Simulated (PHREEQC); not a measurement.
Dissolve 0.45 mol/kgw MgSO4, 0.011 mol/kgw CaCl2 and 0.43 mol/kgw MgCl2 at 90 °C and 100 atm. Closed to the air; pH follows from the charge balance.

The numbers come from PHREEQC with the Pitzer model, pitzer.dat.

Problem. The ionic strength comes out as 3.12 mol/kgw. What activity coefficients do Cl-, H+, SO4-2, MgOH+, Mg+2 get?

Solution. Cl- 0.57, H+ 0.67, SO4-2 0.017, MgOH+ 0.48, Mg+2 0.12. Single-ion values are on the MacInnes scale.

Precipitation was switched off in this run. Complexes and solids missing from the database can't appear. Under pressure, the constants of complexes without a molar volume in the database are unreliable. Away from 25 °C the constants follow the database's enthalpies or fits; those with neither stay at their 25 °C values.
